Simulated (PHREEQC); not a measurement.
Consider water at 25 °C with 0.0032 mol Al2(SO4)3, 0.00031 mol ZnCl2 and 0.00026 mol NaF per kg of water. Closed to the air; pH follows from the charge balance.

Computed with PHREEQC (ion-association model, wateq4f.dat).

```csv
quantity,before,after
pH,4.10,6.44
ionic strength (mol/kgw),0.0187,0.0103
F- (mol/kgw),3.74e-8,0.000259
HF (mol/kgw),3.84e-9,1.26e-7
SI of Halite (NaCl),-8.50,-8.47
```

Q: What was changed between the two runs?
(A) Al2(SO4)3 replaced by K2SO4 at the same molality
(B) ZnCl2 from 0.00031 to 0.000279 mol/kgw
(C) Al2(SO4)3 left out
(D) diluted 10-fold with water
(E) Al2(SO4)3 replaced by Al(NO3)3 at the same molality

A: A, Al2(SO4)3 replaced by K2SO4 at the same molality

No solid was allowed to form. Some of these states are supersaturated (in Basaluminite, Gibbsite (slow to form), for instance). Fluoro complexes past AlF4- and FeF3 are missing from the database.
